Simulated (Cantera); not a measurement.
**BN + HF + N2 (nitride etching)**

Charge: 1 mol BN, 2.1 mol HF, 19 mol N2, equilibrated at 1.00 bar.

Equilibrium computed with Cantera from the NASA thermochemical tables; the gas is ideal and each condensed phase is pure. Candidate condensed phases: B, BN; 31 gas species. The tables' values for BF2 are old estimates; treat these amounts as uncertain. The numbers say what is thermodynamically allowed, not how fast it happens.

From 1148 K to 2048 K the condensed part is BN(s). The main B-bearing gas is BF3 throughout. The share of B in condensed phases is highest at 1673 K (35.1 %) and lowest at 2048 K (27.7 %).

| T (K) | x N2 | x H2 | x BF3 | x HF | x BF2 | x BF | x BHF2 | n BN(s) |
|---|---|---|---|---|---|---|---|---|
| 1148 | 0.916 | 0.0477 | 0.0318 | 0.00411 | 1.19e-7 | 6.91e-12 | 1.39e-5 | 0.329 |
| 1223 | 0.916 | 0.0474 | 0.0316 | 0.00469 | 5.85e-7 | 1.07e-10 | 2.64e-5 | 0.333 |
| 1298 | 0.916 | 0.0471 | 0.0314 | 0.00528 | 2.38e-6 | 1.20e-9 | 4.67e-5 | 0.337 |
| 1373 | 0.916 | 0.0468 | 0.0312 | 0.00585 | 8.31e-6 | 1.03e-8 | 7.72e-5 | 0.341 |
| 1448 | 0.916 | 0.0465 | 0.0309 | 0.00641 | 2.54e-5 | 7.01e-8 | 0.000121 | 0.344 |
| 1523 | 0.916 | 0.0462 | 0.0307 | 0.00696 | 6.93e-5 | 3.95e-7 | 0.000181 | 0.347 |
| 1598 | 0.916 | 0.0459 | 0.0304 | 0.00748 | 0.000171 | 1.89e-6 | 0.000259 | 0.350 |
| 1673 | 0.916 | 0.0456 | 0.0300 | 0.00798 | 0.000389 | 7.80e-6 | 0.000359 | 0.351 |
| 1748 | 0.915 | 0.0453 | 0.0295 | 0.00845 | 0.000819 | 2.84e-5 | 0.000481 | 0.350 |
| 1823 | 0.915 | 0.0449 | 0.0287 | 0.00886 | 0.00161 | 9.25e-5 | 0.000623 | 0.345 |
| 1898 | 0.915 | 0.0446 | 0.0275 | 0.00921 | 0.00295 | 0.000272 | 0.000782 | 0.335 |
| 1973 | 0.914 | 0.0443 | 0.0257 | 0.00944 | 0.00507 | 0.000729 | 0.000945 | 0.314 |
| 2048 | 0.912 | 0.0439 | 0.0231 | 0.00952 | 0.00812 | 0.00179 | 0.00109 | 0.277 |
x: gas mole fraction; n: condensed amount in mol.
